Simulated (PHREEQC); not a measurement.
**Leach liquor with copper plating or etch bath: an equilibrium model**

Solution A (2 mmol/kgw H2SO4, 1.9 mmol/kgw Al2(SO4)3 and 1.6 mmol/kgw NiSO4) is mixed with solution B (0.00096 mol/kgw Cu(NO3)2) at 20 °C; shares are by mass of water, 1 kg in all. Oxygen is held at 0.21 atm. CO2 from the air is kept out. The run lets Al(OH)3(a), Cu(OH)2, Brochantite, Antlerite, Cu2(OH)3NO3, Ni(OH)2, Ni4(OH)6SO4, Basaluminite, Chalcanthite, Morenosite precipitate or redissolve, and no other solid.

Model: ion-association model, wateq4f.dat, run in PHREEQC.

Task: Predict pH, Cu+2 (mol/kgw), Ni+2 (mol/kgw), AlSO4+ (mol/kgw) at share of solution B = 0.05, 0.6, 0.7.

Result: 
| share of solution B | pH | Cu+2 (mol/kgw) | Ni+2 (mol/kgw) | AlSO4+ (mol/kgw) |
|---|---|---|---|---|
| 0.05 | 2.57 | 3.61e-5 | 0.00117 | 0.00261 |
| 0.6 | 2.89 | 0.000481 | 0.000541 | 0.00100 |
| 0.7 | 3.00 | 0.000578 | 0.000417 | 0.000714 |
